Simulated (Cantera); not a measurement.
What does this Cantera script print?

```python
import numpy as np
import cantera as ct

gas_names = """
    AL ALH ALI ALI3 AL2 AL2I6 H HI H2 I I2
""".split()
cond_names = """
    AL(cr) AL(L) ALI3(s) ALI3(L) I2(cr) I2(L)
""".split()


# ... load() reads the species with a 1 bar reference pressure and builds the phases ...
atoms = {
    'Al': {'AL': 1},
    'HI': {'H': 1, 'I': 1},
    'H2': {'H': 2},
}
top_T = {}  # K; cautious upper limits of use, not melting points


# ... equilibrate(T, P, feed) seeds the gas with the atoms and calls Mixture.equilibrate('TP', solver="vcs", rtol=1e-11, max_steps=5000) ...
results = []
P = 130000  # Pa
for T in [1150, 1200, 1250, 1300, 1350, 1400, 1450, 1500, 1550]:
    for m in [0.14, 0.21, 0.32, 0.5, 0.76, 1.2, 1.8, 2.8]:
        feed = {'Al': 1, 'HI': m, 'H2': 3.7}  # mol
        mix = equilibrate(T, P, feed)
        results.append((T, P, feed, dict(zip(mix.species_names, mix.species_moles))))

for T, P, feed, n in results:
    print(f"{T:7g} {feed['HI']:10.4g}  " + (" + ".join(c for c in cond_names if n.get(c, 0) > 1e-12) or "gas only"))
```

Result:

```
   1150       0.14  AL(L)
   1150       0.21  AL(L)
   1150       0.32  AL(L)
   1150        0.5  AL(L)
   1150       0.76  AL(L)
   1150        1.2  AL(L)
   1150        1.8  AL(L)
   1150        2.8  gas only
   1200       0.14  AL(L)
   1200       0.21  AL(L)
   1200       0.32  AL(L)
   1200        0.5  AL(L)
   1200       0.76  AL(L)
   1200        1.2  AL(L)
   1200        1.8  AL(L)
   1200        2.8  gas only
   1250       0.14  AL(L)
   1250       0.21  AL(L)
   1250       0.32  AL(L)
   1250        0.5  AL(L)
   1250       0.76  AL(L)
   1250        1.2  AL(L)
   1250        1.8  gas only
   1250        2.8  gas only
   1300       0.14  AL(L)
   1300       0.21  AL(L)
   1300       0.32  AL(L)
   1300        0.5  AL(L)
   1300       0.76  AL(L)
   1300        1.2  AL(L)
   1300        1.8  gas only
   1300        2.8  gas only
   1350       0.14  AL(L)
   1350       0.21  AL(L)
   1350       0.32  AL(L)
   1350        0.5  AL(L)
   1350       0.76  AL(L)
   1350        1.2  gas only
   1350        1.8  gas only
   1350        2.8  gas only
   1400       0.14  AL(L)
   1400       0.21  AL(L)
   1400       0.32  AL(L)
   1400        0.5  AL(L)
   1400       0.76  AL(L)
   1400        1.2  gas only
   1400        1.8  gas only
   1400        2.8  gas only
   1450       0.14  AL(L)
   1450       0.21  AL(L)
   1450       0.32  AL(L)
   1450        0.5  AL(L)
   1450       0.76  AL(L)
   1450        1.2  gas only
   1450        1.8  gas only
   1450        2.8  gas only
   1500       0.14  AL(L)
   1500       0.21  AL(L)
   1500       0.32  AL(L)
   1500        0.5  AL(L)
   1500       0.76  AL(L)
   1500        1.2  gas only
   1500        1.8  gas only
   1500        2.8  gas only
   1550       0.14  AL(L)
   1550       0.21  AL(L)
   1550       0.32  AL(L)
   1550        0.5  AL(L)
   1550       0.76  AL(L)
   1550        1.2  gas only
   1550        1.8  gas only
   1550        2.8  gas only
```

Cantera equilibrium calculation (NASA polynomials, part measured and part estimated; ideal gas, pure solids and liquids).
